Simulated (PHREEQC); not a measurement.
Solution (25 °C): 0.0019 mol/kgw K2CO3, 4.1e-05 mol/kgw Al(NO3)3 and 5e-06 mol/kgw CO2. Closed to the air; pH follows from the charge balance.

Computed with PHREEQC (ion-association model, phreeqc.dat).

Each row changes one thing in this solution. No solid was allowed to form.

| case | pH | ionic strength (mol/kgw) | CO3-2 (mol/kgw) | HCO3- (mol/kgw) | CO2 (mol/kgw) |
|---|---|---|---|---|---|
| as made | 10.58 | 0.00511 | 0.00131 | 0.000590 | 3.23e-8 |
| Al(NO3)3 from 4.1e-05 to 4.1e-06 mol/kgw | 10.65 | 0.00518 | 0.00138 | 0.000521 | 2.40e-8 |
| diluted 100-fold with water | 9.20 | 3.93e-5 | 1.33e-6 | 1.77e-5 | [?] |
| diluted 2-fold with water | 10.44 | 0.00247 | 0.000573 | 0.000380 | 2.95e-8 |
| 9.3e-05 mol/kgw KCl added | 10.58 | 0.00521 | 0.00131 | 0.000590 | 3.23e-8 |
| Al(NO3)3 from 4.1e-05 to 8.2e-06 mol/kgw | 10.65 | 0.00518 | 0.00138 | 0.000528 | 2.48e-8 |
| Al(NO3)3 left out | 10.66 | 0.00519 | [?] | 0.000514 | [?] |

Task: Some entries are withheld; supply them.

Result: 
- diluted 100-fold with water, CO2 (mol/kgw): 2.52e-8
- Al(NO3)3 left out, CO3-2 (mol/kgw): 0.00139
- Al(NO3)3 left out, CO2 (mol/kgw): 2.32e-8
